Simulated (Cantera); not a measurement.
Charge: 1 mol Fe₂O₃, 330 mol H₂, 1.5 mol N₂, held at 13.3 mbar.

Cantera equilibrium calculation (NASA polynomials, part measured and part estimated; ideal gas, pure solids and liquids). Candidate condensed phases: Fe, FeO, Fe(OH)₂, Fe(OH)₃, Fe₂O₃, Fe₃O₄, H₂O; 27 gas species. Equilibrium is a limit: real reactors are often held back by kinetics, nucleation or transport.

Which condensed phases are stable at each of these points (T (°C)): 1225, 1325, 1425, 1525, 1625, 1725, 1825, 1925?


```
T (°C)  condensed phases  Fe condensed (%)
------  ----------------  ----------------
1225               Fe(γ)              99.8
1325               Fe(γ)              98.7
1425               Fe(δ)              92.4
1525               Fe(δ)              64.3
1625            gas only               0.0
1725            gas only               0.0
1825            gas only               0.0
1925            gas only               0.0
```

From 1225 °C to 1325 °C the condensed part is Fe(γ). From 1425 °C to 1525 °C the condensed part is Fe(δ). From 1625 °C to 1925 °C nothing is condensed.
